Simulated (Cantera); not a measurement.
A Cantera script and its output.

```python
import numpy as np
import cantera as ct

gas = ct.Solution("gri30.yaml")
gas.TPX = 1975, 13332, {'C2H6': 1, 'N2': 46}
inlet = ct.Reservoir(gas, clone=True)

reactor = ct.IdealGasConstPressureReactor(gas, energy="off", clone=False)
exhaust = ct.Reservoir(gas, clone=True)
tau = [2.1, 0.81, 0.32, 0.12, 0.048, 0.019, 0.0074, 0.0029, 0.0011, 0.00044][0]
for a, b in ((inlet, reactor), (reactor, exhaust)):
    ct.MassFlowController(a, b, mdot=lambda t: reactor.mass / tau)
net = ct.ReactorNet([reactor])
show = ['C2H6', 'CH4', 'C2H4', 'C2H', 'H']

rows = []
print(f"{'tau/s':>10s}{'T/K':>9s}" + "".join(f"{s:>11s}" for s in show))
for tau in [2.1, 0.81, 0.32, 0.12, 0.048, 0.019, 0.0074, 0.0029, 0.0011, 0.00044]:
    net.initial_time = 0.0
    net.advance(30 * tau)
    before = gas.X
    net.advance(40 * tau)
    drift = np.max(np.abs(gas.X - before) / (gas.X + 1e-9))
    rows.append([gas.T, *gas[show].X, drift])
    print(f"{tau:10.3e}{gas.T:9.1f}" + "".join(f"{x:11.3e}" for x in gas[show].X))
```

It prints:

```
     tau/s      T/K       C2H6        CH4       C2H4        C2H          H
 2.100e+00   1975.0  1.656e-07  1.610e-04  1.743e-06  5.931e-06  7.595e-04
 8.100e-01   1975.0  4.286e-07  2.607e-04  3.387e-06  6.207e-06  7.679e-04
 3.200e-01   1975.0  1.080e-06  4.094e-04  7.402e-06  6.492e-06  7.827e-04
 1.200e-01   1975.0  2.852e-06  6.441e-04  1.806e-05  6.838e-06  8.080e-04
 4.800e-02   1975.0  7.028e-06  9.592e-04  4.217e-05  7.242e-06  8.437e-04
 1.900e-02   1975.0  1.739e-05  1.393e-03  9.841e-05  7.778e-06  8.953e-04
 7.400e-03   1975.0  4.337e-05  1.964e-03  2.274e-04  8.490e-06  9.673e-04
 2.900e-03   1975.0  1.066e-04  2.639e-03  5.046e-04  9.366e-06  1.060e-03
 1.100e-03   1975.0  2.676e-04  3.358e-03  1.095e-03  1.033e-05  1.171e-03
 4.400e-04   1975.0  6.336e-04  3.848e-03  2.127e-03  1.095e-05  1.272e-03
```

Cantera simulation using GRI-Mech 3.0 (53 species, 325 reactions); the numbers are that mechanism's predictions, not measurements. GRI-Mech 3.0 stops at C3 and has no aromatics, soot or wall deposition, so with more carbon than oxygen in the feed, carbon stays in small species such as C2H2 where larger ones or solid carbon would form.
